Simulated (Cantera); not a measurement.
A perfectly stirred reactor is fed with CH₄ : H₂O : H₂ = 1 : 1.8 : 0.12 (molar parts), at 0.128 atm; it is held at 1650 K, and followed from long to short residence time.

Model: GRI-Mech 3.0 (53 species, 325 reactions), integrated in Cantera.

x: mole fraction; the columns are a selection and need not sum to one.

```
τ (s)    x CH₄  x H₂O    x H₂  x C₂H₄    x C₂H₆   x HO₂      x CO
------  ------  -----  ------  ------  --------  ------  --------
1.2     0.0536  0.374   0.440       ?   1.88e-5  <1e-12    0.0538
0.55    0.0745  0.426   0.384       ?   3.79e-5  <1e-12    0.0316
0.25     0.105  0.473   0.326       ?   7.55e-5  <1e-12    0.0166
0.12     0.141  0.508   0.271       ?  0.000138  <1e-12   0.00853
0.053    0.190  0.541   0.209       ?  0.000251  <1e-12   0.00381
0.024    0.238  0.569   0.152       ?  0.000401  <1e-12   0.00162
0.011    0.280  0.590   0.104       ?  0.000548  <1e-12  0.000646
0.0051   0.311  0.605  0.0706       ?  0.000603  <1e-12  0.000233
0.0023   0.330  0.613  0.0511       ?  0.000471  <1e-12   6.10e-5
```

Task: Fill in the missing entries.

Result: 
- 1.2, x C₂H₄: 0.000491
- 0.55, x C₂H₄: 0.000707
- 0.25, x C₂H₄: 0.00110
- 0.12, x C₂H₄: 0.00178
- 0.053, x C₂H₄: 0.00302
- 0.024, x C₂H₄: 0.00455
- 0.011, x C₂H₄: 0.00559
- 0.0051, x C₂H₄: 0.00491
- 0.0023, x C₂H₄: 0.00256
